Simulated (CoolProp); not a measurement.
Vapour-liquid equilibrium of CH2F2 (R32) (1) + R134a (2) at 0.615 MPa; x and y are mole fractions of (1).

Model: multi-fluid Helmholtz-energy mixture model, Tillner-Roth 1997 and Tillner-Roth 1994; pair parameters Lemmon 2004, in CoolProp.

```tsv
x	bubble temperature (K)	y at the bubble point	dew temperature at overall composition x (K)	liquid density (mol/L)
0.05	293.1	0.106	294.4	12.23
0.125	289.8	0.246	292.7	12.70
0.2	286.8	0.365	290.9	13.19
0.275	284.0	0.467	289.1	13.70
0.35	281.4	0.556	287.2	14.24
0.425	279.0	0.633	285.1	14.81
0.5	276.7	0.701	283.0	15.42
0.575	274.6	0.761	280.8	16.06
0.65	272.7	0.814	278.4	16.76
0.725	270.8	0.862	275.9	17.50
0.8	269.0	0.905	273.2	18.31
0.875	267.3	0.944	270.3	19.18
0.95	265.7	0.979	267.1	20.14
```

No azeotrope shows between x = 0.05 and 0.95.

Pair parameters are fitted to limited data, so mixtures are less certain than the pure fluids.
